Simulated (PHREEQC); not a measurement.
# Copper plating or etch bath: speciation

Consider water at 25 °C with 0.032 mol CuCl2 and 6.3e-05 mol Na2SO4 per kg of water. Closed to the air; pH follows from the charge balance.

Model: ion-association model, phreeqc.dat, run in PHREEQC.

Each row changes one thing in this solution. This is a speciation only: nothing precipitates in the calculation.

```csv
case,pH,ionic strength (mol/kgw),SO4-2 (mol/kgw),HSO4- (mol/kgw),NaSO4- (mol/kgw)
as made,4.49,0.0919,3.25e-5,4.94e-8,7.83e-9
temperature from 25 to 85 °C,3.93,___,3.41e-5,8.96e-7,1.10e-8
CuCl2 left out,7.00,___,6.30e-5,___,___
CuCl2 replaced by Cu(NO3)2 at the same molality,4.48,0.0960,3.19e-5,___,7.57e-9
```

What belongs in the gaps?


- temperature from 25 to 85 °C, ionic strength (mol/kgw): 0.0706
- CuCl2 left out, ionic strength (mol/kgw): 0.000189
- CuCl2 left out, HSO4- (mol/kgw): 5.86e-10
- CuCl2 left out, NaSO4- (mol/kgw): 3.73e-8
- CuCl2 replaced by Cu(NO3)2 at the same molality, HSO4- (mol/kgw): 4.98e-8

Constants without temperature data keep their 25 °C values here.
